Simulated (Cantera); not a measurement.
Charge: 1 mol SiO2, 460 mol H2, 29 mol N2, equilibrated at 1773.15 K and 1.33 mbar.

Method: chemical equilibrium by Gibbs-energy minimisation in Cantera with the NASA 1993 tables (ideal gas, pure condensed phases). Equilibrium is a limit: real reactors are often held back by kinetics, nucleation or transport.

```csv
species,before,after
H2,0.929,0.936
N2,0.0590,0.0591
SiO,0.00203,0.00204
H,0.00752,0.00113
H2O,0.00203,0.00204
```
Gas species are given as mole fractions.

Task: Which change was made?
(A) temperature from 1773.15 K to 1850 K
(B) pressure from 1.33 mbar to 3.10 mbar
(C) pressure from 1.33 mbar to 3.40 mbar
(D) pressure from 1.33 mbar to 59.0 mbar

Result: D, pressure from 1.33 mbar to 59.0 mbar
